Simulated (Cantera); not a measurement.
Premixed flame

A freely propagating, adiabatic, planar premixed flame of H₂ : O₂ : N₂ : H₂O = 1 : 0.781 : 2.94 : 0.5 (molar parts), equivalence ratio 0.64, unburnt at 473 K and 1.01 bar; mixture-averaged transport, grid criteria slope 0.08 and curve 0.16, no radiation.

Model: the H2/O2 subset of GRI-Mech 3.0, which has no nitrogen chemistry, integrated in Cantera. Burning velocities carry a grid error of a few per cent, more on coarse grids. Lean hydrogen flames are cellular in practice and burn faster than this planar one.

| z (mm) | T (K) | u (m/s) | x H₂ | x O₂ | x H₂O | x OH | x HO₂ | x H |
|---|---|---|---|---|---|---|---|---|
| -1.14 | 473 | 1.64 | 0.191 | 0.150 | 0.0958 | <1e-8 | <1e-8 | <1e-8 |
| -0.760 | 473 | 1.64 | 0.190 | 0.150 | 0.0960 | <1e-8 | 7.46e-8 | <1e-8 |
| -0.570 | 474 | 1.64 | 0.188 | 0.150 | 0.0963 | <1e-8 | 7.55e-7 | <1e-8 |
| -0.380 | 479 | 1.64 | 0.179 | 0.152 | 0.0977 | <1e-8 | 9.04e-6 | <1e-8 |
| -0.190 | 566 | 1.88 | 0.146 | 0.154 | 0.110 | 2.63e-5 | 0.000305 | 1.77e-5 |
| -0.0951 | 820 | 2.66 | 0.108 | 0.144 | 0.145 | 0.000473 | 0.000345 | 0.000919 |
| 0 | 1149 | 3.68 | 0.0632 | 0.117 | 0.202 | 0.00161 | 0.000165 | 0.00497 |
| 0.0951 | 1385 | 4.41 | 0.0301 | 0.0888 | 0.252 | 0.00430 | 9.10e-5 | 0.00829 |
| 0.190 | 1522 | 4.84 | 0.0157 | 0.0739 | 0.276 | 0.00661 | 6.04e-5 | 0.00780 |
| 0.380 | 1655 | 5.24 | 0.00836 | 0.0662 | 0.291 | 0.00773 | 3.72e-5 | 0.00448 |
| 0.760 | 1752 | 5.53 | 0.00450 | 0.0636 | 0.301 | 0.00665 | 2.01e-5 | 0.00162 |
| 1.52 | 1807 | 5.68 | 0.00188 | 0.0628 | 0.307 | 0.00463 | 8.85e-6 | 0.000412 |
| 3.04 | 1832 | 5.75 | 0.000629 | 0.0628 | 0.310 | 0.00279 | 3.33e-6 | 7.79e-5 |
x: mole fraction of selected species; z is measured from the peak of heat release.

| Item | Result |
|---|---|
| laminar burning velocity | 164 cm/s |
| thermal thickness | 0.380 mm |
| peak x(OH) | 0.00774 |
| peak x(HO₂) | 0.000430 |
| peak x(H) | 0.00846 |
| grid points | 105 |
